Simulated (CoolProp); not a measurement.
Saturation properties of carbon dioxide.

Model: reference Helmholtz-energy equation of state, Span 1996, in CoolProp.

```json
[
 {"T (K)": "233.6", "p (kPa)": "1021", "enthalpy of vaporisation (kJ/kg)": "321.6", "liquid conductivity (mW/(m K))": "156"},
 {"T (K)": "240.6", "p (kPa)": "1309", "enthalpy of vaporisation (kJ/kg)": "308.5", "liquid conductivity (mW/(m K))": "148"},
 {"T (K)": "247.5", "p (kPa)": "1648", "enthalpy of vaporisation (kJ/kg)": "294.6", "liquid conductivity (mW/(m K))": "140"},
 {"T (K)": "254.5", "p (kPa)": "2053", "enthalpy of vaporisation (kJ/kg)": "279.4", "liquid conductivity (mW/(m K))": "131"},
 {"T (K)": "261.5", "p (kPa)": "2526", "enthalpy of vaporisation (kJ/kg)": "262.8", "liquid conductivity (mW/(m K))": "123"},
 {"T (K)": "268.4", "p (kPa)": "3067", "enthalpy of vaporisation (kJ/kg)": "244.6", "liquid conductivity (mW/(m K))": "115"},
 {"T (K)": "275.4", "p (kPa)": "3697", "enthalpy of vaporisation (kJ/kg)": "223.9", "liquid conductivity (mW/(m K))": "106"},
 {"T (K)": "282.4", "p (kPa)": "4419", "enthalpy of vaporisation (kJ/kg)": "200.0", "liquid conductivity (mW/(m K))": "98.1"},
 {"T (K)": "289.3", "p (kPa)": "5230", "enthalpy of vaporisation (kJ/kg)": "171.4", "liquid conductivity (mW/(m K))": "89.8"},
 {"T (K)": "296.3", "p (kPa)": "6165", "enthalpy of vaporisation (kJ/kg)": "133.0", "liquid conductivity (mW/(m K))": "82.0"}
]
```

Thermal conductivity comes from a separate model (Huber 2016).
